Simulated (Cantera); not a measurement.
Equilibrium for fluorocarbon and chlorocarbon gases: CH₃F + F₂

Charge: 1 mol CH₃F, 2.3 mol F₂, held at 0.000420 bar.

Equilibrium computed with Cantera from the NASA thermochemical tables; the gas is ideal and each condensed phase is pure. Candidate condensed phases: C, C₆H₆, C₇H₈, C₈H₁₈; 110 gas species. Ions and electrons are included (thermal ionisation). Kinetics and transport are ignored.

```tsv
T (K)	x F	x H	x HF	x C	x C₃	x CF
3000	0.508	0.171	0.236	0.0372	0.0218	0.0181
3500	0.577	0.303	0.0156	0.100	0.000198	0.00227
4000	0.583	0.312	0.00124	0.104	6.90e-7	0.000215
4500	0.583	0.312	0.000167	0.104	7.77e-9	3.29e-5
5000	0.583	0.312	3.33e-5	0.103	2.10e-10	7.23e-6
```
x: gas mole fraction; nothing condenses.

From 3000 K to 5000 K nothing is condensed. The main C-bearing gas is C₃ at 3000 K and C at 5000 K.
